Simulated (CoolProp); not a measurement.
Vapour-liquid equilibrium of carbon dioxide (1) + sulfur dioxide (2) at 222.2 K; x and y are mole fractions of (1).

Model: multi-fluid Helmholtz-energy mixture model, Span 1996 and Gao 2016; pair parameters Bell 2016, in CoolProp.

| x | bubble pressure, mixture model (MPa) | bubble pressure, Raoult's law (MPa) | y, mixture model | y, Raoult's law |
|---|---|---|---|---|
| 0.05 | 0.05482 | 0.04312 | 0.809 | 0.761 |
| 0.2 | 0.1804 | 0.1400 | 0.949 | 0.938 |
| 0.35 | 0.2901 | 0.2368 | 0.972 | 0.970 |
| 0.5 | 0.3821 | 0.3336 | 0.982 | 0.984 |
| 0.65 | 0.4612 | 0.4304 | 0.988 | 0.991 |
| 0.8 | 0.5371 | 0.5273 | 0.993 | 0.996 |
| 0.95 | 0.6228 | 0.6241 | 0.998 | 0.999 |

The largest gap from Raoult's law is +28.9 % in bubble pressure, at x = 0.2. No azeotrope shows between x = 0.05 and 0.95.

Pair parameters are fitted to limited data, so mixtures are less certain than the pure fluids.
